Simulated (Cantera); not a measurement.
A perfectly stirred reactor is fed with N₂O : H₂ : N₂ = 1 : 0.0036 : 0.58 (molar parts), at 6.83 Torr; it is held at 1223 K, and followed from long to short residence time.

Cantera simulation using GRI-Mech 3.0 (53 species, 325 reactions); the numbers are that mechanism's predictions, not measurements. GRI-Mech 3.0 was tuned for natural gas; its chemistry of N2O as a main component is partial and can be far from experiment. Radical loss at walls, strong at low pressure, is not modelled. The mechanism lacks the step 2 NO + O2 → 2 NO2, which can matter for NO2 below about 1400 K. The temperature is held fixed by assumption; the heat of reaction is taken as removed at once.

| quantity | before | after |
|---|---|---|
| x(N₂O) at τ = 9.20 s | 0.569 | 0.190 |
| x(H₂) at τ = 9.20 s | 0.000102 | 5.86e-6 |
| x(OH) at τ = 9.20 s | 9.78e-6 | 6.15e-6 |
| x(H) at τ = 9.20 s | 2.54e-8 | 3.13e-9 |
| x(NO) at τ = 9.20 s | 0.00480 | 0.0331 |
| x(N₂O) at τ = 0.190 s | 0.629 | 0.598 |
| x(H₂) at τ = 0.190 s | 0.00144 | 0.000182 |
| x(OH) at τ = 0.190 s | 1.33e-5 | 1.08e-5 |
| x(H) at τ = 0.190 s | 4.67e-7 | 4.67e-8 |
| x(NO) at τ = 0.190 s | 0.000106 | 0.00243 |

Which change was made?
A) pressure from 6.83 Torr to 1.00 bar
B) temperature 1223 to 1125 K
C) N2 0.58 to 0.09 parts
D) pressure from 6.83 Torr to 0.220 bar

D, pressure from 6.83 Torr to 0.220 bar
